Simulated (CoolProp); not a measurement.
Vapour-liquid equilibrium of dimethyl carbonate (1) + n-nonane (2) at 64.05 °C; x and y are mole fractions of (1).

Computed with CoolProp (multi-fluid Helmholtz-energy mixture model, Zhou 2011 and Lemmon 2006; pair parameters Bell 2016).

```
x     bubble pressure, mixture model (MPa)  bubble pressure, Raoult's law (MPa)  y, mixture model  y, Raoult's law
----  ------------------------------------  -----------------------------------  ----------------  ---------------
0.05                               0.01149                             0.006619             0.599            0.309
0.15                               0.02242                              0.01023             0.812            0.600
0.25                                     ?                              0.01383             0.869            0.739
0.35                               0.03406                              0.01744             0.892            0.820
0.45                               0.03623                              0.02104             0.903            0.874
0.55                               0.03722                              0.02465             0.909            0.912
0.65                                     ?                              0.02825             0.912            0.940
0.75                               0.03836                              0.03186                 ?            0.962
0.85                               0.03927                              0.03546             0.932            0.980
0.95                                     ?                              0.03907             0.966            0.994
```

Task: Complete the blanks.

Result: 
- 0.25, bubble pressure, mixture model (MPa): 0.02977
- 0.65, bubble pressure, mixture model (MPa): 0.03776
- 0.75, y, mixture model: 0.918
- 0.95, bubble pressure, mixture model (MPa): 0.04042

The largest gap from Raoult's law is +119.2 % in bubble pressure, at x = 0.15. No azeotrope shows between x = 0.05 and 0.95.

The pair parameters rest on a limited set of measurements; away from them the model extrapolates. With so large a gap from Raoult's law the liquid may split in two, which this calculation doesn't test in full.
